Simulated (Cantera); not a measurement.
What does this Cantera script print?

```python
import numpy as np
import cantera as ct

gas_names = """
    H HI HO2 H2 H2O H2O2 I I2 O OH O2 O3
""".split()
cond_names = """
    H2O(s) H2O(L) I2(cr) I2(L)
""".split()


# ... load() reads the species with a 1 bar reference pressure and builds the phases ...
atoms = {
    'HI': {'H': 1, 'I': 1},
    'H2O': {'H': 2, 'O': 1},
}
top_T = {}  # K; cautious upper limits of use, not melting points


# ... equilibrate(T, P, feed) seeds the gas with the atoms and calls Mixture.equilibrate('TP', solver="vcs", rtol=1e-11, max_steps=5000) ...
results = []
feed = {'HI': 1, 'H2O': 0.065}  # mol
P = 180000  # Pa
for T in [1748, 1823, 1898, 1973, 2048, 2123, 2198, 2273, 2348, 2423, 2498, 2573]:
    mix = equilibrate(T, P, feed)
    results.append((T, P, feed, dict(zip(mix.species_names, mix.species_moles))))

top = {s: max(r[3][s] / sum(r[3][g] for g in gas_names) for r in results) for s in gas_names}
cols = sorted((s for s in top if top[s] > 0.001), key=lambda s: -top[s])[:8]
seen = [c for c in cond_names if any(r[3].get(c, 0) > 1e-12 for r in results)]
print("log10 of partial pressures in bar; condensed amounts in mol")
print(f"{'T/K':>10s}" + "".join(f"{s[:9]:>10s}" for s in cols + seen))
for T, P, feed, n in results:
    ng = sum(n[g] for g in gas_names)
    print(f"{T:10.4g}" + "".join(f"{np.log10(max(n[s] / ng * P / 1e5, 1e-99)):10.3f}" for s in cols)
          + "".join(f"{n.get(c, 0):10.4g}" for c in seen))
```

Output:

```
log10 of partial pressures in bar; condensed amounts in mol
       T/K         I        HI        H2       H2O        I2         H
      1748    -0.157    -0.254    -0.395    -1.053    -1.263    -3.839
      1823    -0.119    -0.310    -0.375    -1.062    -1.379    -3.551
      1898    -0.089    -0.368    -0.357    -1.071    -1.496    -3.286
      1973    -0.065    -0.426    -0.342    -1.078    -1.611    -3.041
      2048    -0.046    -0.483    -0.329    -1.085    -1.725    -2.815
      2123    -0.030    -0.540    -0.319    -1.090    -1.835    -2.605
      2198    -0.018    -0.595    -0.310    -1.095    -1.942    -2.409
      2273    -0.007    -0.649    -0.303    -1.100    -2.045    -2.227
      2348     0.001    -0.701    -0.298    -1.104    -2.143    -2.057
      2423     0.008    -0.752    -0.294    -1.108    -2.238    -1.898
      2498     0.013    -0.801    -0.291    -1.112    -2.330    -1.749
      2573     0.017    -0.850    -0.290    -1.116    -2.417    -1.609
```

These are equilibrium values from Cantera (NASA tables, ideal gas, pure condensed phases), not measurements of a reactor.
